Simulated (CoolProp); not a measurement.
The fluid at 298.15 K and 3.37 MPa expands adiabatically to 0.234 MPa with isentropic efficiency 0.85. The same conditions are run with several fluids, on thermodynamics alone (safety and materials aside).

The numbers come from the reference Helmholtz-energy equation of state of each fluid (ethane: Bücker 2006; nitrogen: Span 2000; CF4 (R14): Platzer 1990; dry air: Lemmon 2000) in CoolProp. The equations of Platzer and Polt are older, rougher fits. Blends and air are pseudo-pure fits.

Task: Rank ethane, nitrogen, CF4 (R14), dry air by work (kJ/kg), highest first.

Result: nitrogen (138), dry air (133), ethane (115), CF4 (R14) (47.3)

| fluid | final temperature (K) | final phase | final density (kg/m³) |
|---|---|---|---|
| ethane | 201.7 | two-phase, vapour fraction 0.906 | 4.93 |
| nitrogen | 160.4 | gas | 4.97 |
| CF4 (R14) | 202.5 | gas | 12.6 |
| dry air | 160.2 | gas | 5.15 |
